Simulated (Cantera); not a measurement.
AlN + N2 (sublimation and decomposition of ceramics)

A closed system holds: 1 mol AlN, 0.054 mol N2, equilibrated at 100 Torr.

Method: chemical equilibrium by Gibbs-energy minimisation in Cantera with the NASA 1993 tables (ideal gas, pure condensed phases). Candidate condensed phases: Al, AlN; 5 gas species. Equilibrium is a limit: real reactors are often held back by kinetics, nucleation or transport.

| T (K) | log p N2 | log p Al | log p Al2 | log p N | log p AlN | n AlN(s) |
|---|---|---|---|---|---|---|
| 1800 | -0.88 | -6.08 | -12.18 | -10.87 | <-12 | 1.00 |
| 2000 | -0.88 | -4.25 | -9.02 | -9.48 | -11.45 | 1.000 |
| 2200 | -0.88 | -2.75 | -6.43 | -8.34 | -9.49 | 0.999 |
| 2400 | -1.01 | -1.45 | -4.16 | -7.46 | -7.87 | 0.976 |
| 2600 | -1.32 | -1.07 | -3.70 | -6.81 | -7.33 | 0 |
| 2800 | -1.32 | -1.07 | -3.95 | -6.12 | -7.05 | 0 |
| 3000 | -1.32 | -1.07 | -4.16 | -5.52 | -6.81 | 0 |
log p: log10 of the partial pressure in bar; n: condensed amount in mol.

From 1800 K to 2400 K the condensed part is AlN(s). From 2600 K to 3000 K nothing is condensed. The main Al-bearing gas is Al throughout.
